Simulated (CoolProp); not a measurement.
Toluene along the isobar 0.395 MPa: Z from the reference equation and from simpler models built on Tc = 591.7 K, pc = 4.126 MPa, ω = 0.266; each cubic takes its own stable root.

Model: reference Helmholtz-energy equation of state, Lemmon 2006, in CoolProp. It is a short technical equation, of lower accuracy than the large ones.

```
T (K)  phase  reference  Pitzer virial  van der Waals  Peng-Robinson
-----  -----  ---------  -------------  -------------  -------------
474.8    gas     0.9219         0.9290         0.9499         0.9262
495.6    gas     0.9332         0.9387         0.9549         0.9353
516.3    gas     0.9423         0.9467         0.9592         0.9430
537      gas     0.9498         0.9534         0.9630         0.9496
557.8    gas     0.9560         0.9591         0.9663         0.9553
578.5    gas     0.9612         0.9640         0.9692         0.9602
599.3    gas     0.9656         0.9682         0.9718         0.9645
620      gas     0.9694         0.9717         0.9741         0.9683
```
